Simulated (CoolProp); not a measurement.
Saturation properties of n-perfluorohexane.

Model: reference Helmholtz-energy equation of state, Gao 2022, in CoolProp.

```json
[
 {"T (°C)": "14.45", "p (kPa)": "18.14", "liquid density (kg/m³)": "1706", "vapour density (kg/m³)": "2.608", "enthalpy of vaporisation (kJ/kg)": "95.79", "liquid cp (kJ/(kg K))": "1.030"},
 {"T (°C)": "24.65", "p (kPa)": "28.96", "liquid density (kg/m³)": "1677", "vapour density (kg/m³)": "4.054", "enthalpy of vaporisation (kJ/kg)": "___", "liquid cp (kJ/(kg K))": "1.046"},
 {"T (°C)": "34.75", "p (kPa)": "44.31", "liquid density (kg/m³)": "___", "vapour density (kg/m³)": "6.055", "enthalpy of vaporisation (kJ/kg)": "90.59", "liquid cp (kJ/(kg K))": "1.062"},
 {"T (°C)": "44.85", "p (kPa)": "65.54", "liquid density (kg/m³)": "1617", "vapour density (kg/m³)": "8.776", "enthalpy of vaporisation (kJ/kg)": "87.89", "liquid cp (kJ/(kg K))": "1.078"},
 {"T (°C)": "55.05", "p (kPa)": "94.40", "liquid density (kg/m³)": "___", "vapour density (kg/m³)": "12.43", "enthalpy of vaporisation (kJ/kg)": "85.07", "liquid cp (kJ/(kg K))": "1.095"},
 {"T (°C)": "65.15", "p (kPa)": "131.9", "liquid density (kg/m³)": "1552", "vapour density (kg/m³)": "17.16", "enthalpy of vaporisation (kJ/kg)": "82.15", "liquid cp (kJ/(kg K))": "1.111"},
 {"T (°C)": "75.25", "p (kPa)": "180.1", "liquid density (kg/m³)": "1518", "vapour density (kg/m³)": "23.23", "enthalpy of vaporisation (kJ/kg)": "79.08", "liquid cp (kJ/(kg K))": "1.129"},
 {"T (°C)": "85.35", "p (kPa)": "___", "liquid density (kg/m³)": "1482", "vapour density (kg/m³)": "30.96", "enthalpy of vaporisation (kJ/kg)": "75.84", "liquid cp (kJ/(kg K))": "1.147"},
 {"T (°C)": "95.55", "p (kPa)": "316.7", "liquid density (kg/m³)": "1444", "vapour density (kg/m³)": "40.84", "enthalpy of vaporisation (kJ/kg)": "72.34", "liquid cp (kJ/(kg K))": "1.167"},
 {"T (°C)": "105.65", "p (kPa)": "408.7", "liquid density (kg/m³)": "1403", "vapour density (kg/m³)": "53.19", "enthalpy of vaporisation (kJ/kg)": "68.60", "liquid cp (kJ/(kg K))": "1.190"},
 {"T (°C)": "115.75", "p (kPa)": "519.8", "liquid density (kg/m³)": "1358", "vapour density (kg/m³)": "68.80", "enthalpy of vaporisation (kJ/kg)": "64.51", "liquid cp (kJ/(kg K))": "1.216"},
 {"T (°C)": "125.95", "p (kPa)": "654.0", "liquid density (kg/m³)": "1307", "vapour density (kg/m³)": "88.97", "enthalpy of vaporisation (kJ/kg)": "___", "liquid cp (kJ/(kg K))": "1.249"},
 {"T (°C)": "136.05", "p (kPa)": "811.7", "liquid density (kg/m³)": "1250", "vapour density (kg/m³)": "115.0", "enthalpy of vaporisation (kJ/kg)": "54.76", "liquid cp (kJ/(kg K))": "1.293"}
]
```

### Question
Fill in the missing entries.

### Answer

- 24.65, enthalpy of vaporisation (kJ/kg): 93.20
- 34.75, liquid density (kg/m³): 1647
- 55.05, liquid density (kg/m³): 1585
- 85.35, p (kPa): 240.8
- 125.95, enthalpy of vaporisation (kJ/kg): 59.93

It boils at 57.1 °C under 1 atm.
